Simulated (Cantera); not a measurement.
Mixture: CH4 : O2 : N2 = 1 : 2.56 : 9.64 (molar parts), at 9.87 atm, adiabatic and at constant pressure. Ignition delay is the time to a rise of 400 K.

Model: GRI-Mech 3.0 (53 species, 325 reactions), integrated in Cantera.

Problem. What does this change do: 0.082 parts C2H6 added?

Solution. 
| quantity | before | after |
|---|---|---|
| delay at 1150 K | 8.01 ms | 2.13 ms |
| delay at 1250 K | 2.32 ms | 0.664 ms |
| delay at 1350 K | 0.759 ms | 0.245 ms |
| delay at 1450 K | 0.274 ms | 98.5 µs |
| apparent activation energy between 1400 and 1500 K | 170 kJ/mol | 150 kJ/mol |
